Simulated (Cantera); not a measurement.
Input (Python, Cantera):

```python
import numpy as np
import cantera as ct

gas = ct.Solution("gri30.yaml")
gas.TPX = 1950, 2666, {'CH4': 1, 'H2': 1.1}
inlet = ct.Reservoir(gas, clone=True)

reactor = ct.IdealGasConstPressureReactor(gas, energy="off", clone=False)
exhaust = ct.Reservoir(gas, clone=True)
tau = [6.6, 2.4, 0.88, 0.32, 0.12, 0.043, 0.016, 0.0057, 0.0021, 0.00075][0]
for a, b in ((inlet, reactor), (reactor, exhaust)):
    ct.MassFlowController(a, b, mdot=lambda t: reactor.mass / tau)
net = ct.ReactorNet([reactor])
show = ['CH4', 'H2', 'CH2', 'C2H4', 'C2H6', 'H']

rows = []
print(f"{'tau/s':>10s}{'T/K':>9s}" + "".join(f"{s:>11s}" for s in show))
for tau in [6.6, 2.4, 0.88, 0.32, 0.12, 0.043, 0.016, 0.0057, 0.0021, 0.00075]:
    net.initial_time = 0.0
    net.advance(30 * tau)
    before = gas.X
    net.advance(40 * tau)
    drift = np.max(np.abs(gas.X - before) / (gas.X + 1e-9))
    rows.append([gas.T, *gas[show].X, drift])
    print(f"{tau:10.3e}{gas.T:9.1f}" + "".join(f"{x:11.3e}" for x in gas[show].X))
```

Result:

```
     tau/s      T/K        CH4         H2        CH2       C2H4       C2H6          H
 6.600e+00   1950.0  3.090e-03  8.311e-01  3.411e-06  3.710e-05  1.023e-07  5.782e-03
 2.400e+00   1950.0  5.806e-03  8.296e-01  4.960e-06  4.691e-05  3.225e-07  5.217e-03
 8.800e-01   1950.0  1.124e-02  8.264e-01  6.765e-06  7.577e-05  1.035e-06  4.544e-03
 3.200e-01   1950.0  2.190e-02  8.194e-01  8.785e-06  1.629e-04  3.293e-06  3.897e-03
 1.200e-01   1950.0  4.074e-02  8.067e-01  1.093e-05  4.043e-04  9.609e-06  3.367e-03
 4.300e-02   1950.0  7.470e-02  7.833e-01  1.339e-05  1.091e-03  2.725e-05  2.900e-03
 1.600e-02   1950.0  1.276e-01  7.468e-01  1.594e-05  2.705e-03  6.705e-05  2.486e-03
 5.700e-03   1950.0  2.107e-01  6.897e-01  1.823e-05  6.082e-03  1.456e-04  2.025e-03
 2.100e-03   1950.0  3.205e-01  6.156e-01  1.775e-05  9.688e-03  2.260e-04  1.464e-03
 7.500e-04   1950.0  4.344e-01  5.437e-01  9.255e-06  5.456e-03  1.421e-04  7.184e-04
```

Computed with Cantera and GRI-Mech 3.0 (53 species, 325 reactions). GRI-Mech 3.0 stops at C3 and has no aromatics, soot or wall deposition, so with more carbon than oxygen in the feed, carbon stays in small species such as C2H2 where larger ones or solid carbon would form. Radical loss at walls, strong at low pressure, is not modelled.
